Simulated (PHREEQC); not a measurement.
A solution holds 2.5 mmol/kgw H3PO4, 0.1 mmol/kgw H2SO4 and 0.0028 mmol/kgw H4SiO4, at 25 °C. Closed to the air; pH follows from the charge balance.

The numbers come from PHREEQC with the ion-association model, wateq4f.dat.

pH: 2.69
ionic strength: 0.00222 mol/kgw
total alkalinity: -2.70 meq/kg

```csv
species,molality,activity,log γ
H+,0.00213,0.00203,-0.021
H2PO4-,0.00195,0.00185,-0.022
H3PO4,0.000553,0.000553,0.000
SO4-2,8.55e-5,6.96e-5,-0.089
HSO4-,1.45e-5,1.38e-5,-0.022
H4SiO4,2.80e-6,2.80e-6,0.000
HPO4-2,6.94e-8,5.65e-8,-0.089
```

This is a speciation only: nothing precipitates in the calculation. Complexes and solids missing from the database can't appear. H3PO4, which wateq4f.dat lacks, is added to it with the constant of phreeqc.dat.
